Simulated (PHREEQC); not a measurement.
Solution (66 °C): 64 mmol/kgw Na2S. Closed to the air; pH follows from the charge balance.

Model: ion-association model, phreeqc.dat, run in PHREEQC.

```
Item                         Result
--------------------  -------------
pH                            11.31
ionic strength        0.154 mol/kgw
specific conductance    30800 µS/cm
total alkalinity         128 meq/kg
```

```csv
species,molality,activity,log γ
Na+,0.128,0.0952,-0.129
OH-,0.0379,0.0269,-0.149
HS-,0.0379,0.0269,-0.149
S-2,0.0261,0.00783,-0.524
H2S,4.95e-7,5.13e-7,0.015
```

No solid was allowed to form. With this much S-2 the pH rests on the database's HS-/S-2 constant; if that pK is higher, the solution is more alkaline. At this temperature some constants are extrapolated from 25 °C, and those without enthalpy data are left unchanged. The database's pK near 12.9 for HS-/S-2 is now thought far too low, so its S-2 is overstated.
